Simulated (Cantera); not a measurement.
**PbO + CO + N2 (iron carbonyl, mercury and lead vapours)**

Feed: 1 mol PbO, a varied amount of CO, 51 mol N2, at 1323 K and 330000 Pa.

These are equilibrium values from Cantera (NASA tables, ideal gas, pure condensed phases), not measurements of a reactor. Candidate condensed phases: C, Pb, PbO, PbO2, Pb3O4; 27 gas species. Each liquid is taken as pure. Mutual solubility and eutectic melting of coexisting phases are not modelled. Gases not in the tables: (PbO)n polymers. Rates play no part.

From 0.54 mol CO to 0.9 mol CO the condensed part is Pb(l) + PbO(l). From 1.3 mol CO to 2.7 mol CO the condensed part is Pb(l).

```
n(CO) (mol)  log p N2  log p CO  log p CO2  log p Pb  n Pb(l)  n PbO(l)
-----------  --------  --------  ---------  --------  -------  --------
0.54             0.51     -4.47      -1.46     -2.45    0.484     0.450
0.9              0.51     -4.25      -1.24     -2.45    0.844    0.0904
1.3              0.51     -1.72      -1.20     -2.45    0.944         0
1.6              0.50     -1.42      -1.20     -2.45    0.944         0
2                0.50     -1.21      -1.21     -2.45    0.943         0
2.3              0.50     -1.09      -1.21     -2.45    0.943         0
2.7              0.50     -0.98      -1.21     -2.45    0.943         0
```
log p: log10 of the partial pressure in bar; n: condensed amount in mol.
